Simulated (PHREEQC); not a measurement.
# Alkaline etch or developer: speciation

Make-up at 48 °C: 0.0024 mol/kgw NH3 and 0.00086 mol/kgw K3PO4. Closed to the air; pH follows from the charge balance.

Equilibrium calculation in PHREEQC: ion-association model, wateq4f.dat.

Each row changes one thing in this solution. This is a speciation only: nothing precipitates in the calculation.

```tsv
case	pH	ionic strength (mol/kgw)
as made	10.25	0.00352
K3PO4 replaced by K2CO3 at the same molality	10.04	0.00220
NH3 replaced by NH4BF4 at the same molality	3.48	…
diluted 10-fold with water	9.39	0.000377
NH3 left out	…	0.00346
NH3 from 0.0024 to 0.0036 mol/kgw	10.26	0.00354
temperature from 48 to 60 °C	9.96	0.00350
```

Question: Some entries are withheld; supply them.

Answer: 
- NH3 replaced by NH4BF4 at the same molality, ionic strength (mol/kgw): 0.00533
- NH3 left out, pH: 10.22

H3PO4, which wateq4f.dat lacks, is added to it with the constant of phreeqc.dat. Constants without temperature data keep their 25 °C values here. Real BF4- forms and hydrolyses slowly; the run takes it at equilibrium.
